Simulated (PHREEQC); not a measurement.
A solution holds 0.0014 mol/kgw CuCl2, 0.0082 mol/kgw HBF4 and 6.8e-05 mol/kgw NaCl, at 20 °C. Closed to the air; pH follows from the charge balance.

The numbers come from PHREEQC with the ion-association model, phreeqc.dat.

This is a speciation only: nothing precipitates in the calculation.

Task: Order these B species by the share of B that they hold, largest first: BF3OH-, H3BO3, BF2(OH)2-, BF4-.

Result: BF4- (79 %), H3BO3 (15 %), BF3OH- (5.4 %), BF2(OH)2- (1.2 %)

Task: Order these F species by the share of F that they hold, largest first: BF2(OH)2-, BF4-, BF3OH-, HF, F-.

Result: BF4- (79 %), HF (15 %), BF3OH- (4.0 %), F- (1.8 %), BF2(OH)2- (0.62 %)

The pH is 2.16 and the ionic strength 0.0118 mol/kgw. Real BF4- forms and hydrolyses slowly; the run takes it at equilibrium.
